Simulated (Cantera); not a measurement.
Mixture: 8.96 % CH4, 1.34 % C2H6, 18.8 % O2, 70.9 % N2, equivalence ratio 1.2, at 1.00 bar, adiabatic and at constant volume. Ignition delay is the time to a rise of 400 K.

Model: GRI-Mech 3.0 (53 species, 325 reactions), integrated in Cantera.

### Question
At T0 = 1650 K, what is the delay, and which 7 reactions control it most (d ln τ / d ln k, from doubling and halving each rate constant)?

### Answer
The delay is 63.4 µs.
| reaction | d ln τ / d ln k | faster rate |
|---|---|---|
| H + O2 <=> O + OH | -0.47 | shortens it |
| CH4 + H <=> CH3 + H2 | 0.27 | lengthens it |
| CH3 + HO2 <=> CH3O + OH | -0.22 | shortens it |
| CH4 + OH <=> CH3 + H2O | 0.14 | lengthens it |
| CH3 + O2 <=> CH3O + O | -0.14 | shortens it |
| C2H5 + O2 <=> C2H4 + HO2 | -0.10 | shortens it |
| 2 CH3 (+M) <=> C2H6 (+M) | -0.09 | shortens it |
